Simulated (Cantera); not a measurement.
Premixed flame

A freely propagating, adiabatic, planar premixed flame of 33.5 % H₂, 14.0 % O₂, 52.6 % N₂, equivalence ratio 1.2, unburnt at 500 K and 0.150 bar; mixture-averaged transport, grid criteria slope 0.08 and curve 0.16, no radiation.

Computed with Cantera and the H2/O2 subset of GRI-Mech 3.0, which has no nitrogen chemistry. Burning velocities carry a grid error of a few per cent, more on coarse grids.

| z (mm) | T (K) | u (m/s) | x H₂ | x O₂ | x H₂O | x O | x H | x H₂O₂ |
|---|---|---|---|---|---|---|---|---|
| -15.6 | 500 | 4.81 | 0.335 | 0.140 | <1e-8 | <1e-8 | <1e-8 | <1e-8 |
| -10.4 | 500 | 4.81 | 0.335 | 0.140 | <1e-8 | <1e-8 | <1e-8 | <1e-8 |
| -7.78 | 500 | 4.81 | 0.335 | 0.140 | <1e-8 | <1e-8 | <1e-8 | <1e-8 |
| -5.19 | 500 | 4.81 | 0.335 | 0.140 | <1e-8 | <1e-8 | 1.16e-8 | <1e-8 |
| -2.59 | 506 | 4.86 | 0.334 | 0.140 | 0.000279 | 4.11e-6 | 0.000126 | 1.10e-6 |
| -1.30 | 665 | 6.30 | 0.309 | 0.135 | 0.0132 | 0.000172 | 0.00824 | 3.16e-6 |
| 0 | 1103 | 10.1 | 0.167 | 0.0859 | 0.118 | 0.00674 | 0.0699 | 6.50e-7 |
| 1.30 | 1381 | 12.5 | 0.0704 | 0.0269 | 0.225 | 0.0119 | 0.101 | 7.57e-7 |
| 2.59 | 1496 | 13.5 | 0.0659 | 0.0204 | 0.237 | 0.0119 | 0.0934 | 6.13e-7 |
| 5.19 | 1630 | 14.5 | 0.0695 | 0.0178 | 0.243 | 0.0111 | 0.0793 | 3.88e-7 |
| 10.4 | 1778 | 15.7 | 0.0723 | 0.0150 | 0.252 | 0.00969 | 0.0642 | 2.10e-7 |
| 20.7 | 1933 | 16.8 | 0.0734 | 0.0120 | 0.262 | 0.00771 | 0.0493 | 1.10e-7 |
| 41.5 | 2087 | 18.0 | 0.0728 | 0.00886 | 0.274 | 0.00550 | 0.0358 | 6.17e-8 |
x: mole fraction of selected species; z is measured from the peak of heat release.

```json
{
 "laminar_burning_velocity": "481 cm/s",
 "thermal_thickness": "5.19 mm",
 "peak x(O)": "0.0120",
 "peak x(H)": "0.101",
 "peak x(H₂O₂)": "3.96e-6",
 "grid_points": "136"
}
```
